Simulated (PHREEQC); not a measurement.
A solution holds 0.0019 mol PbCl2 per kg of water, at 49 °C. Closed to the air; pH follows from the charge balance.

The numbers come from PHREEQC with the ion-association model, phreeqc.dat.

| quantity | before | after |
|---|---|---|
| pH | 5.31 | 6.00 |
| ionic strength (mol/kgw) | 0.00513 | 0.00511 |
| Cl- (mol/kgw) | 0.00351 | 0.00352 |

Q: Which change was made?
A) diluted 100-fold with water
B) temperature from 49 to 50 °C
C) PbCl2 from 0.0019 to 0.00171 mol/kgw
D) PbCl2 from 0.0019 to 0.00095 mol/kgw
E) 2.2e-05 mol/kgw K2CO3 added

A: E, 2.2e-05 mol/kgw K2CO3 added

Precipitation was switched off in this run. Some of these states are supersaturated (in Pb(OH)2, Cerussite, for instance). Constants without temperature data keep their 25 °C values here.
